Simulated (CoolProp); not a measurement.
Values from CoolProp's reference Helmholtz-energy equation of state, Lemmon 2006. It is a short technical equation, of lower accuracy than the large ones.

Q: For C2F6 (R116), give the phase and the Joule-Thomson coefficient (K/MPa), viscosity (µPa s) at 419.1 K and 0.312 MPa.

A: 
- 419.1 K and 0.312 MPa: gas; Joule-Thomson coefficient 3.38, viscosity 19.5

Viscosity comes from a separate model (Huber 2003), an estimate that may be off by 10 % or more.
